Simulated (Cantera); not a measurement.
Source: NASA polynomial tables (part measured, part estimated), evaluated in Cantera. Values are per mole of reaction as written; species without (g) are pure solids or liquids, kept so even where they would boil at 1 bar.

3 C + Fe2O3 ⇌ 3 CO(g) + 2 Fe

```tsv
T (K)	ΔH° (kJ)	ΔS° (J/K)	ΔG° (kJ)	log10 K
1225	470.3	509.7	-154.1	6.57
1300	___	___	___	___
1375	___	___	___	___
1450	461.7	503.2	-268.0	9.65
1525	459.0	501.4	-305.7	10.47
1600	___	___	___	___
```

### Question
Complete the blanks.

### Answer

- 1300, ΔH° (kJ): 467.3
- 1300, ΔS° (J/K): 507.3
- 1300, ΔG° (kJ): -192.2
- 1300, log10 K: 7.72
- 1375, ΔH° (kJ): 464.4
- 1375, ΔS° (J/K): 505.1
- 1375, ΔG° (kJ): -230.2
- 1375, log10 K: 8.74
- 1600, ΔH° (kJ): 456.4
- 1600, ΔS° (J/K): 499.8
- 1600, ΔG° (kJ): -343.2
- 1600, log10 K: 11.20
